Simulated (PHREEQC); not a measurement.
Solution (25 °C): 0.011 mol HCl, 0.00052 mol FeSO4 and 0.068 mol Na2SO4 per kg of water. It is in equilibrium with CO2 at log p = -3.5 (atm). Otherwise closed; pH follows from the charge balance.

Equilibrium calculation in PHREEQC: ion-association model, wateq4f.dat.

```yaml
pH: 2.48
ionic_strength: 0.183 mol/kgw
total_alkalinity: -11.0 meq/kg
```

| species | molality | activity | log γ |
|---|---|---|---|
| Na+ | 0.126 | 0.0944 | -0.126 |
| SO4-2 | 0.0516 | 0.0156 | -0.520 |
| Cl- | 0.0110 | 0.00791 | -0.143 |
| NaSO4- | 0.00982 | 0.00738 | -0.124 |
| HSO4- | 0.00685 | 0.00504 | -0.134 |
| H+ | 0.00415 | 0.00332 | -0.096 |
| Fe+2 | 0.000270 | 9.08e-5 | -0.473 |
| FeSO4 | 0.000241 | 0.000252 | 0.018 |
| CO2 | 1.03e-5 | 1.08e-5 | 0.018 |
| FeHSO4+ | 7.32e-6 | 5.49e-6 | -0.125 |
| FeCl+ | 1.33e-6 | 9.91e-7 | -0.128 |

This is a speciation only: nothing precipitates in the calculation. Species that the database lacks are ignored.
